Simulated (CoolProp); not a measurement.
Vapour-liquid equilibrium of nitrogen (1) + carbon monoxide (2) at 656 kPa; x and y are mole fractions of (1).

Values from CoolProp's multi-fluid Helmholtz-energy mixture model, Span 2000 and Lemmon 2006; pair parameters Gernert 2013.

```tsv
x	bubble temperature, mixture model (K)	bubble temperature, Raoult's law (K)	y, mixture model	y, Raoult's law
0.05	102.3	102.3	0.068	0.069
0.125	101.8	101.9	0.165	0.168
0.2	101.3	101.5	0.257	0.262
0.275	100.9	101.0	0.344	0.351
0.35	100.4	100.6	0.425	0.434
0.425	100.0	100.3	0.502	0.513
0.5	99.6	99.9	0.575	0.589
0.575	99.3	99.5	0.645	0.660
0.65	98.9	99.2	0.711	0.727
0.725	98.6	98.8	0.775	0.791
0.8	98.3	98.5	0.838	0.852
0.875	98.0	98.1	0.899	0.910
0.95	97.8	97.8	0.960	0.965
```

The largest gap from Raoult's law is -0.3 K in bubble temperature, at x = 0.5. No azeotrope shows between x = 0.05 and 0.95.

Pair parameters are fitted to limited data, so mixtures are less certain than the pure fluids.
